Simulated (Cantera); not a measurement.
# Iron carbonyl, mercury and lead vapours: Pb + H₂

Charge: 1 mol Pb, 0.8 mol H₂, at 7.50 Torr.

Equilibrium computed with Cantera from the NASA thermochemical tables; the gas is ideal and each condensed phase is pure. Candidate condensed phases: Pb; 4 gas species. Equilibrium is a limit: real reactors are often held back by kinetics, nucleation or transport.

```
T (K)  log p H₂  log p Pb  log p H  log p Pb₂  n Pb(l)
-----  --------  --------  -------  ---------  -------
900       -2.00     -5.86   -10.93     -12.09    1.000
950       -2.00     -5.30   -10.25     -11.14    1.000
1000      -2.00     -4.79    -9.64     -10.29    0.999
1050      -2.00     -4.33    -9.09      -9.53    0.996
1100      -2.01     -3.92    -8.59      -8.83    0.990
1150      -2.01     -3.54    -8.13      -8.20    0.976
1200      -2.03     -3.19    -7.72      -7.62    0.945
1250      -2.06     -2.87    -7.35      -7.09    0.876
1300      -2.13     -2.58    -7.02      -6.60    0.715
1350      -2.29     -2.31    -6.77      -6.15    0.233
1400      -2.35     -2.26    -6.49      -6.13        0
1450      -2.35     -2.26    -6.20      -6.20        0
1500      -2.35     -2.26    -5.93      -6.28        0
1550      -2.35     -2.26    -5.68      -6.35        0
```
log p: log10 of the partial pressure in bar; n: condensed amount in mol.

From 900 K to 1350 K the condensed part is Pb(l). From 1400 K to 1550 K nothing is condensed. The main Pb-bearing gas is Pb throughout.
